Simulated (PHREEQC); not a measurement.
Polishing slurry liquid: speciation

A solution holds 0.0035 mol K2CO3 and 0.015 mol Fe(NO3)3 per kg of water, at 85 °C. Closed to the air; pH follows from the charge balance.

Model: ion-association model, phreeqc.dat, run in PHREEQC.

This is a speciation only: nothing precipitates in the calculation.

Estimate the pH, ionic strength.

pH 2.16; ionic strength 0.0689 mol/kgw.

In which forms is Fe present?

FeOH+2 57 %, Fe2(OH)2+4 26 %, Fe(OH)2+ 8.8 %, Fe+3 7.0 %, Fe3(OH)4+5 0.8 % of the Fe.

Examples of supersaturated solids here: Hematite (slow to form), Goethite (slow to form). Others may be too. At this temperature some constants are extrapolated from 25 °C, and those without enthalpy data are left unchanged.
